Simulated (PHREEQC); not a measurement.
Nickel, zinc or cadmium bath: an equilibrium model

A solution holds 0.0098 mol/kgw CdSO4, 0.00051 mol/kgw Na2SO4 and 0.053 mol/kgw MnSO4, at 25 °C. It is in equilibrium with CO2 at log p = -3.4 (atm). Otherwise closed; pH follows from the charge balance.

Model: ion-association model, phreeqc.dat, run in PHREEQC.

Each row changes one thing in this solution. Precipitation was switched off in this run.

```csv
case,pH,ionic strength (mol/kgw),SO4-2 (mol/kgw),Na+ (mol/kgw),NaSO4- (mol/kgw),CO2 (mol/kgw)
as made,5.60,0.142,0.0340,0.000966,5.43e-5,1.31e-5
MnSO4 from 0.053 to 0.0265 mol/kgw,5.61,0.0868,0.0208,0.000980,3.98e-5,1.33e-5
CdSO4 replaced by NaHSO4 at the same molality,2.44,0.142,0.0351,0.0102,0.000594,1.31e-5
temperature from 25 to 20 °C,5.57,0.146,(withheld),0.000966,(withheld),1.51e-5
CdSO4 from 0.0098 to 0.0147 mol/kgw,5.60,(withheld),(withheld),0.000965,5.51e-5,1.31e-5
0.002 mol/kgw (CH3)4NF added,5.72,0.144,0.0342,0.000965,5.43e-5,1.31e-5
MnSO4 replaced by FeSO4 at the same molality,5.56,0.142,0.0340,0.000966,5.43e-5,1.31e-5
MnSO4 from 0.053 to 0.0477 mol/kgw,5.60,(withheld),0.0314,0.000968,5.17e-5,1.31e-5
```

### Question
What belongs in the gaps?

### Answer

- temperature from 25 to 20 °C, SO4-2 (mol/kgw): 0.0349
- temperature from 25 to 20 °C, NaSO4- (mol/kgw): 5.39e-5
- CdSO4 from 0.0098 to 0.0147 mol/kgw, ionic strength (mol/kgw): 0.150
- CdSO4 from 0.0098 to 0.0147 mol/kgw, SO4-2 (mol/kgw): 0.0352
- MnSO4 from 0.053 to 0.0477 mol/kgw, ionic strength (mol/kgw): 0.131

(CH3)4N+ isn't in the database: it is added as a free cation with an ion size of 4 Å.
